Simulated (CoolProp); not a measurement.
The numbers come from the reference Helmholtz-energy equation of state, Thol 2021 in CoolProp.

Q: Give the vapour pressure (MPa), liquid density (kg/m³), vapour density (kg/m³), enthalpy of vaporisation (kJ/kg) of saturated chlorine at 48.05 °C.

A: 
| T (°C) | p (MPa) | liquid density (kg/m³) | vapour density (kg/m³) | enthalpy of vaporisation (kJ/kg) |
|---|---|---|---|---|
| 48.05 | 1.38 | 1320 | 43.6 | 228 |
